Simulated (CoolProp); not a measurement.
Properties of 1-butene along the isobar 3.21 MPa (Tc = 146.1 °C, pc = 4.006 MPa, ω = 0.192).

Computed with CoolProp (reference Helmholtz-energy equation of state, Lemmon 2005). It is a short technical equation, of lower accuracy than the large ones.

```csv
T (°C),phase,density (kg/m³),Joule-Thomson coefficient (K/MPa)
25.85,liquid,592.4,-0.2868
30.05,liquid,587.3,-0.2697
34.25,liquid,582.1,-0.2514
38.55,liquid,576.7,-0.2315
42.75,liquid,571.3,-0.2106
46.95,liquid,565.9,-0.1882
51.15,liquid,560.3,-0.1641
55.35,liquid,554.6,-0.1381
59.55,liquid,548.7,-0.1099
63.75,liquid,542.8,-0.07911
67.95,liquid,536.7,-0.04547
72.15,liquid,530.4,-0.008472
76.35,liquid,523.9,0.03246
80.55,liquid,517.2,0.07803
84.75,liquid,510.3,0.1292
88.95,liquid,503.1,0.1870
```
